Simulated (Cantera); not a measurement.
A freely propagating, adiabatic, planar premixed flame of 14.6 % CO, 9.32 % H₂, 1.60 % CH₄, 15.1 % O₂, 56.9 % N₂, 2.47 % CO₂, unburnt at 625 K and 0.160 bar; mixture-averaged transport, grid criteria slope 0.08 and curve 0.16, no radiation.

Cantera simulation using GRI-Mech 3.0 (53 species, 325 reactions); the numbers are that mechanism's predictions, not measurements. Burning velocities carry a grid error of a few per cent, more on coarse grids.

x: mole fraction of selected species; z is measured from the peak of heat release.

| z (mm) | T (K) | u (m/s) | x CO | x H₂ | x CH₄ | x HCO | x C₂H₂ | x H₂O₂ |
|---|---|---|---|---|---|---|---|---|
| -10.7 | 625 | 3.55 | 0.146 | 0.0932 | 0.0160 | <1e-8 | <1e-8 | <1e-8 |
| -7.15 | 625 | 3.55 | 0.146 | 0.0932 | 0.0160 | <1e-8 | <1e-8 | <1e-8 |
| -5.36 | 625 | 3.54 | 0.146 | 0.0931 | 0.0160 | <1e-8 | <1e-8 | <1e-8 |
| -3.58 | 625 | 3.55 | 0.146 | 0.0930 | 0.0160 | <1e-8 | <1e-8 | 5.71e-8 |
| -1.79 | 652 | 3.69 | 0.145 | 0.0893 | 0.0160 | 3.01e-8 | <1e-8 | 1.31e-6 |
| -0.894 | 780 | 4.39 | 0.144 | 0.0777 | 0.0151 | 4.86e-7 | 1.15e-8 | 9.28e-7 |
| 0 | 1142 | 6.41 | 0.140 | 0.0473 | 0.00477 | 1.31e-5 | 2.73e-7 | 7.74e-7 |
| 0.894 | 1357 | 7.57 | 0.119 | 0.0191 | 6.03e-5 | 9.29e-7 | <1e-8 | 6.25e-7 |
| 1.79 | 1450 | 8.03 | 0.0977 | 0.0144 | 2.65e-7 | 1.47e-7 | <1e-8 | 4.59e-7 |
| 3.58 | 1563 | 8.56 | (withheld) | 0.0156 | <1e-8 | (withheld) | <1e-8 | (withheld) |
| 7.15 | 1682 | 9.12 | 0.0718 | 0.0159 | <1e-8 | 7.15e-8 | <1e-8 | 1.94e-7 |
| 14.3 | 1811 | 9.73 | 0.0718 | 0.0147 | <1e-8 | 5.07e-8 | <1e-8 | 1.11e-7 |
| 28.6 | 1947 | 10.4 | 0.0691 | 0.0129 | <1e-8 | 3.13e-8 | <1e-8 | 6.33e-8 |

Q: Some entries are withheld; supply them.

A: 
- 3.58, x CO: 0.0776
- 3.58, x HCO: 9.76e-8
- 3.58, x H₂O₂: 3.11e-7
